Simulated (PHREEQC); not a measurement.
Dissolve 0.026 mol/kgw MnCl2 and 0.0049 mol/kgw MgCl2 at 10 °C. Closed to the air; pH follows from the charge balance.

The numbers come from PHREEQC with the ion-association model, phreeqc.dat.

The pH is 6.55, the ionic strength comes out as 0.0878 mol/kgw and the specific conductance is 4040 µS/cm. The density is 1.003 g/cm³.

| species | molality | activity | log γ |
|---|---|---|---|
| Cl- | 0.0594 | 0.0463 | -0.108 |
| Mn+2 | 0.0236 | 0.00998 | -0.374 |
| Mg+2 | 0.00490 | 0.00210 | -0.368 |
| MnCl+ | 0.00237 | 0.00188 | -0.099 |
| MnCl2 | 3.73e-5 | 3.81e-5 | 0.009 |
| MnCl3- | 6.11e-7 | 4.86e-7 | -0.099 |
| H+ | 3.37e-7 | 2.81e-7 | -0.079 |
| MnOH+ | 3.16e-7 | 2.51e-7 | -0.099 |
| OH- | 1.35e-8 | 1.04e-8 | -0.110 |
| MgOH+ | 8.01e-9 | 6.50e-9 | -0.091 |

Precipitation was switched off in this run. Species that the database lacks are ignored. Constants without temperature data keep their 25 °C values here.
